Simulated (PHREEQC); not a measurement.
Dissolve 4.6 mol/kgw LiCl, 0.056 mol/kgw BaCl2 and 0.093 mol/kgw KBr at 25 °C. Closed to the air; pH follows from the charge balance.

Model: Pitzer model, pitzer.dat, run in PHREEQC.

```yaml
ionic_strength: 4.86 mol/kgw
activity_of_water: 0.765
density: 1.107 g/cm³
osmotic_coefficient: 1.556
```

```tsv
species	molality	activity	log γ
Cl-	4.71	2.78	-0.229
Li+	4.60	26.6	0.762
Br-	0.0930	0.0695	-0.126
K+	0.0930	0.168	0.258
Ba+2	0.0560	0.0730	0.115
OH-	1.14e-7	9.69e-9	-1.070
H+	1.14e-7	7.99e-7	0.846
```

No solid was allowed to form. Species that the database lacks are ignored.
